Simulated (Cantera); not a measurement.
Input (Python, Cantera) and output of one run.

```python
import numpy as np
import cantera as ct

gas_names = [...]  # 114 gases of nasa_gas.yaml made of C, Fe, H, O
cond_names = """
    C(gr) C6H6(L) C7H8(L) C8H18(L),n-octa Fe(a) Fe(c) Fe(d) Fe(L) FeC5O5(L) FeO(s) FeO(L) Fe(OH)2(s)
    Fe(OH)3(s) Fe2O3(s) Fe3O4(s) H2O(s) H2O(L)
""".split()


# ... load() reads the species with a 1 bar reference pressure and builds the phases ...
atoms = {
    'Fe2O3': {'Fe': 2, 'O': 3},
    'C': {'C': 1},
    'H2': {'H': 2},
}
top_T = {'C(gr)': 4500, 'Fe2O3(s)': 1830, 'Fe3O4(s)': 1870}  # K; cautious upper limits of use, not melting points


# ... equilibrate(T, P, feed) seeds the gas with the atoms and calls Mixture.equilibrate('TP', solver="vcs", rtol=1e-11, max_steps=5000) ...
results = []
P = 57  # Pa
for T in [1025, 1125, 1225, 1325, 1425, 1525, 1625, 1725, 1825, 1925, 2025]:
    for m in [0.18, 0.3, 0.53, 0.91, 1.6, 2.7, 4.6, 8, 14]:
        feed = {'Fe2O3': 1, 'C': 1.7, 'H2': m}  # mol
        mix = equilibrate(T, P, feed)
        results.append((T, P, feed, dict(zip(mix.species_names, mix.species_moles))))

for T, P, feed, n in results:
    print(f"{T:7g} {feed['H2']:10.4g}  " + (" + ".join(c for c in cond_names if n.get(c, 0) > 1e-12) or "gas only"))
```

Result:

```
   1025       0.18  Fe(a) + FeO(s)
   1025        0.3  Fe(a) + FeO(s)
   1025       0.53  Fe(a) + FeO(s)
   1025       0.91  Fe(a) + FeO(s)
   1025        1.6  Fe(a) + FeO(s)
   1025        2.7  Fe(a) + FeO(s)
   1025        4.6  Fe(a) + FeO(s)
   1025          8  Fe(a)
   1025         14  Fe(a)
   1125       0.18  Fe(a) + FeO(s)
   1125        0.3  Fe(a) + FeO(s)
   1125       0.53  Fe(a) + FeO(s)
   1125       0.91  Fe(a) + FeO(s)
   1125        1.6  Fe(a) + FeO(s)
   1125        2.7  Fe(a) + FeO(s)
   1125        4.6  Fe(a) + FeO(s)
   1125          8  Fe(a)
   1125         14  Fe(a)
   1225       0.18  Fe(c) + FeO(s)
   1225        0.3  Fe(c) + FeO(s)
   1225       0.53  Fe(c) + FeO(s)
   1225       0.91  Fe(c) + FeO(s)
   1225        1.6  Fe(c) + FeO(s)
   1225        2.7  Fe(c) + FeO(s)
   1225        4.6  Fe(c)
   1225          8  Fe(c)
   1225         14  Fe(c)
   1325       0.18  Fe(c) + FeO(s)
   1325        0.3  Fe(c) + FeO(s)
   1325       0.53  Fe(c) + FeO(s)
   1325       0.91  Fe(c) + FeO(s)
   1325        1.6  Fe(c) + FeO(s)
   1325        2.7  Fe(c) + FeO(s)
   1325        4.6  Fe(c)
   1325          8  Fe(c)
   1325         14  Fe(c)
   1425       0.18  Fe(c) + FeO(s)
   1425        0.3  Fe(c) + FeO(s)
   1425       0.53  Fe(c) + FeO(s)
   1425       0.91  Fe(c) + FeO(s)
   1425        1.6  Fe(c) + FeO(s)
   1425        2.7  Fe(c) + FeO(s)
   1425        4.6  Fe(c)
   1425          8  Fe(c)
   1425         14  Fe(c)
   1525       0.18  Fe(c) + FeO(s)
   1525        0.3  Fe(c) + FeO(s)
   1525       0.53  Fe(c) + FeO(s)
   1525       0.91  Fe(c) + FeO(s)
   1525        1.6  Fe(c) + FeO(s)
   1525        2.7  Fe(c) + FeO(s)
   1525        4.6  Fe(c)
   1525          8  Fe(c)
   1525         14  Fe(c)
   1625       0.18  Fe(c) + FeO(s)
   1625        0.3  Fe(c) + FeO(s)
   1625       0.53  Fe(c) + FeO(s)
   1625       0.91  Fe(c) + FeO(s)
   1625        1.6  Fe(c) + FeO(s)
   1625        2.7  Fe(c) + FeO(s)
   1625        4.6  Fe(c)
   1625          8  Fe(c)
   1625         14  Fe(c)
   1725       0.18  Fe(d) + FeO(L)
   1725        0.3  Fe(d) + FeO(L)
   1725       0.53  Fe(d) + FeO(L)
   1725       0.91  Fe(d) + FeO(L)
   1725        1.6  Fe(d) + FeO(L)
   1725        2.7  Fe(d) + FeO(L)
   1725        4.6  Fe(d)
   1725          8  Fe(d)
   1725         14  Fe(d)
   1825       0.18  Fe(L) + FeO(L)
   1825        0.3  Fe(L) + FeO(L)
   1825       0.53  Fe(L) + FeO(L)
   1825       0.91  Fe(L) + FeO(L)
   1825        1.6  Fe(L) + FeO(L)
   1825        2.7  Fe(L) + FeO(L)
   1825        4.6  Fe(L)
   1825          8  Fe(L)
   1825         14  Fe(L)
   1925       0.18  Fe(L) + FeO(L)
   1925        0.3  Fe(L) + FeO(L)
   1925       0.53  Fe(L) + FeO(L)
   1925       0.91  Fe(L) + FeO(L)
   1925        1.6  Fe(L) + FeO(L)
   1925        2.7  Fe(L) + FeO(L)
   1925        4.6  gas only
   1925          8  gas only
   1925         14  gas only
   2025       0.18  FeO(L)
   2025        0.3  FeO(L)
   2025       0.53  FeO(L)
   2025       0.91  FeO(L)
   2025        1.6  FeO(L)
   2025        2.7  gas only
   2025        4.6  gas only
   2025          8  gas only
   2025         14  gas only
```

These are equilibrium values from Cantera (NASA tables, ideal gas, pure condensed phases), not measurements of a reactor. Each liquid is taken as pure. Mutual solubility and eutectic melting of coexisting phases are not modelled. The tables' stoichiometric FeO is somewhat more stable than real wüstite, so its field is too wide. FeO: taken at fixed stoichiometry.
